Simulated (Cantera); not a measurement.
Charge: 1 mol Cr₂O₃, 0.92 mol H₂, 3 mol H₂O, held at 2198.15 K and 97.5 Torr.

Cantera equilibrium calculation (NASA polynomials, part measured and part estimated; ideal gas, pure solids and liquids). Candidate condensed phases: Cr, Cr₂O₃, H₂O; 13 gas species. Kinetics and transport are ignored.

Problem. What is the equilibrium state?

Solution. 
```
Property                              Value
--------------------------------  ---------
x(H₂O)                                0.757
x(H₂)                                 0.231
x(H)                                0.00744
x(OH)                               0.00339
x(CrO₂)                            0.000168
x(CrO)                             0.000151
x(O₂)                              0.000105
x(O)                                7.58e-5
x(Cr)                               5.58e-5
n(Cr₂O₃(s))                       0.999 mol
gas amount                        3.944 mol
log10 activity of Cr(l) (absent)      -3.05
```
